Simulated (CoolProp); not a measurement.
The numbers come from the reference Helmholtz-energy equation of state, Colonna 2008 in CoolProp. It is a short technical equation, of lower accuracy than the large ones.

For dodecamethylcyclohexasiloxane (D6), give the phase and the Z, speed of sound (m/s), Joule-Thomson coefficient (K/MPa) at 55.35 °C and 205 kPa.


- 55.35 °C and 205 kPa: liquid; Z 0.0357, speed of sound 619, Joule-Thomson coefficient -0.402
